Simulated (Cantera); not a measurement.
Standard-state values (1 bar) from the NASA 1993 polynomials, evaluated with Cantera. Values are per mole of reaction as written; species without (g) are pure solids or liquids, kept so even where they would boil at 1 bar.

4 NH3(g) + 9 NiS2 = 2 N2(g) + 3 Ni3S4 + 6 H2S(g)

```json
[
 {"T (K)": "300", "ΔH° (kJ)": "339.8", "ΔS° (J/K)": "758.4", "ΔG° (kJ)": "112.3", "log10 K": "-19.55"},
 {"T (K)": "350", "ΔH° (kJ)": "339.0", "ΔS° (J/K)": "756.1", "ΔG° (kJ)": "74.4", "log10 K": "-11.10"},
 {"T (K)": "375", "ΔH° (kJ)": "[?]", "ΔS° (J/K)": "[?]", "ΔG° (kJ)": "[?]", "log10 K": "[?]"},
 {"T (K)": "400", "ΔH° (kJ)": "338.8", "ΔS° (J/K)": "755.6", "ΔG° (kJ)": "36.6", "log10 K": "-4.78"},
 {"T (K)": "425", "ΔH° (kJ)": "[?]", "ΔS° (J/K)": "[?]", "ΔG° (kJ)": "[?]", "log10 K": "[?]"},
 {"T (K)": "450", "ΔH° (kJ)": "339.2", "ΔS° (J/K)": "756.3", "ΔG° (kJ)": "-1.2", "log10 K": "0.14"},
 {"T (K)": "475", "ΔH° (kJ)": "[?]", "ΔS° (J/K)": "[?]", "ΔG° (kJ)": "[?]", "log10 K": "[?]"},
 {"T (K)": "500", "ΔH° (kJ)": "340.0", "ΔS° (J/K)": "758.1", "ΔG° (kJ)": "-39.0", "log10 K": "4.08"},
 {"T (K)": "525", "ΔH° (kJ)": "340.7", "ΔS° (J/K)": "759.4", "ΔG° (kJ)": "-58.0", "log10 K": "5.77"},
 {"T (K)": "550", "ΔH° (kJ)": "341.4", "ΔS° (J/K)": "760.8", "ΔG° (kJ)": "-77.0", "log10 K": "7.31"}
]
```

Question: Complete the blanks.

Answer: 
- 375, ΔH° (kJ): 338.9
- 375, ΔS° (J/K): 755.7
- 375, ΔG° (kJ): 55.5
- 375, log10 K: -7.73
- 425, ΔH° (kJ): 338.9
- 425, ΔS° (J/K): 755.8
- 425, ΔG° (kJ): 17.7
- 425, log10 K: -2.18
- 475, ΔH° (kJ): 339.5
- 475, ΔS° (J/K): 757.1
- 475, ΔG° (kJ): -20.1
- 475, log10 K: 2.21
